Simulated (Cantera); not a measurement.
An isothermal, constant-pressure homogeneous reactor starts with NH₃ : H₂ = 1 : 1.3 (molar parts), at 1848 K and 1.00 bar. Integrator tolerance rtol = 1e-08.

Detailed kinetics in Cantera: the gas-phase N/H chemistry of the illustrative SiF4/NH3 mechanism in the Surface Chemkin manual (1991). Walls and surfaces, which speed up NH3 decomposition in real reactors, are not modelled.

### Question
What does this change do: temperature 1848 to 1375 K?

### Answer
```
quantity                                             before                                     after
----------------  -----------------------------------------  ----------------------------------------
x(NH₃) at 200 s     7.81e-5 (gas-phase equilibrium 7.99e-6)     0.400 (gas-phase equilibrium 2.79e-5)
x(H₂) at 200 s          0.848 (gas-phase equilibrium 0.848)       0.588 (gas-phase equilibrium 0.848)
x(N₂H₂) at 200 s      <1e-12 (gas-phase equilibrium <1e-12)    6.33e-9 (gas-phase equilibrium <1e-12)
x(NH₂) at 200 s     1.24e-7 (gas-phase equilibrium 1.27e-8)  3.36e-6 (gas-phase equilibrium 2.06e-10)
x(H) at 200 s     0.000491 (gas-phase equilibrium 0.000491)   2.52e-6 (gas-phase equilibrium 3.18e-6)
x(N) at 200 s     3.18e-10 (gas-phase equilibrium 3.26e-11)   1.53e-11 (gas-phase equilibrium <1e-12)
```
